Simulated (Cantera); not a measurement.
Feed: 1 mol MgCO3, 0.11 mol H2S, 0.76 mol H2O, a varied amount of SO3, at 700 K and 20.3 Torr.

Equilibrium computed with Cantera from the NASA thermochemical tables; the gas is ideal and each condensed phase is pure. Candidate condensed phases: C, C6H6, C7H8, C8H18, H2O, H2SO4, Mg, MgCO3, MgO, Mg(OH)2, MgS, MgSO4, S; 130 gas species. Gases not in the tables: S3 to S7. Equilibrium is a limit: real reactors are often held back by kinetics, nucleation or transport.

x: gas mole fraction; n: condensed amount in mol.

```
n(SO3) (mol)  x CO2     x SO3  x H2O  x SO2      x O2  n MgO(s)  n MgSO4(s)
------------  -----  --------  -----  -----  --------  --------  ----------
0.55          0.445  9.64e-11  0.383  0.165    <1e-12     0.730       0.270
0.73          0.445  9.64e-11  0.383  0.165    <1e-12     0.550       0.450
0.97          0.445  9.64e-11  0.383  0.165    <1e-12         ?           ?
1.3           0.440         ?  0.380  0.175    <1e-12         0        1.00
1.7           0.373     0.137  0.324  0.165  0.000312         0        1.00
2.3           0.305     0.290  0.264  0.138   0.00200         0        1.00
3             0.250     0.406  0.217  0.120   0.00515         0        1.00
```

Fill in the missing entries.


- 0.97, n MgO(s): 0.310
- 0.97, n MgSO4(s): 0.690
- 1.3, x SO3: 1.23e-10
